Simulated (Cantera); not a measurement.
## Hydrocarbon pyrolysis for carbon deposition

An isothermal, constant-pressure homogeneous reactor starts with C2H6 : N2 = 1 : 6.7 (molar parts), at 1850 K and 1.95 Torr.

Cantera simulation using GRI-Mech 3.0 (53 species, 325 reactions); the numbers are that mechanism's predictions, not measurements. GRI-Mech 3.0 stops at C3 and has no aromatics, soot or wall deposition, so with more carbon than oxygen in the feed, carbon stays in small species such as C2H2 where larger ones or solid carbon would form. Radical loss at walls, strong at low pressure, is not modelled.

```json
[
 {"t (s)": "2.00e-5", "x C2H6": "0.127", "x H": "5.13e-6", "x C2H": "<1e-12", "x C2H2": "1.34e-10", "x CH3": "0.00507", "x CH2": "2.01e-7"},
 {"t (s)": "4.98e-5", "x C2H6": "0.123", "x H": "3.53e-5", "x C2H": "<1e-12", "x C2H2": "4.92e-9", "x CH3": "0.0122", "x CH2": "3.01e-6"},
 {"t (s)": "0.000124", "x C2H6": "0.112", "x H": "0.000296", "x C2H": "8.81e-12", "x C2H2": "3.22e-7", "x CH3": "0.0276", "x CH2": "3.28e-5"},
 {"t (s)": "0.000308", "x C2H6": "0.0840", "x H": "0.00146", "x C2H": "2.08e-8", "x C2H2": "5.43e-5", "x CH3": "0.0529", "x CH2": "0.000153"},
 {"t (s)": "0.000767", "x C2H6": "0.0297", "x H": "0.00354", "x C2H": "2.80e-6", "x C2H2": "0.00337", "x CH3": "0.0743", "x CH2": "0.000301"},
 {"t (s)": "0.00191", "x C2H6": "0.00106", "x H": "0.00520", "x C2H": "2.08e-5", "x C2H2": "0.0358", "x CH3": "0.0375", "x CH2": "0.000242"},
 {"t (s)": "0.00475", "x C2H6": "3.90e-5", "x H": "0.00284", "x C2H": "1.53e-5", "x C2H2": "0.0711", "x CH3": "0.0114", "x CH2": "8.04e-5"},
 {"t (s)": "0.0118", "x C2H6": "1.10e-5", "x H": "0.00163", "x C2H": "9.26e-6", "x C2H2": "0.0858", "x CH3": "0.00502", "x CH2": "2.98e-5"},
 {"t (s)": "0.0294", "x C2H6": "4.25e-6", "x H": "0.00111", "x C2H": "6.32e-6", "x C2H2": "0.0917", "x CH3": "0.00277", "x CH2": "1.36e-5"},
 {"t (s)": "0.0733", "x C2H6": "1.85e-6", "x H": "0.000863", "x C2H": "4.87e-6", "x C2H2": "0.0946", "x CH3": "0.00171", "x CH2": "7.24e-6"},
 {"t (s)": "0.182", "x C2H6": "8.61e-7", "x H": "0.000808", "x C2H": "4.50e-6", "x C2H2": "0.0970", "x CH3": "0.00114", "x CH2": "4.72e-6"},
 {"t (s)": "0.454", "x C2H6": "3.40e-7", "x H": "0.000929", "x C2H": "5.10e-6", "x C2H2": "0.0996", "x CH3": "0.000731", "x CH2": "3.57e-6"},
 {"t (s)": "1.13", "x C2H6": "7.13e-8", "x H": "0.00127", "x C2H": "6.89e-6", "x C2H2": "0.102", "x CH3": "0.000361", "x CH2": "2.48e-6"},
 {"t (s)": "2.81", "x C2H6": "5.25e-9", "x H": "0.00209", "x C2H": "1.13e-5", "x C2H2": "0.103", "x CH3": "0.000116", "x CH2": "1.35e-6"},
 {"t (s)": "7.00", "x C2H6": "9.55e-11", "x H": "0.00362", "x C2H": "1.96e-5", "x C2H2": "0.103", "x CH3": "2.00e-5", "x CH2": "4.12e-7"}
]
```
x: mole fraction; the columns are a selection and need not sum to one.

Equilibrium at this temperature and pressure: C2H6 <1e-12, H 0.00480, C2H 1.21e-5, C2H2 0.0477, CH3 9.91e-7, CH2 2.74e-8 (gas phase only).
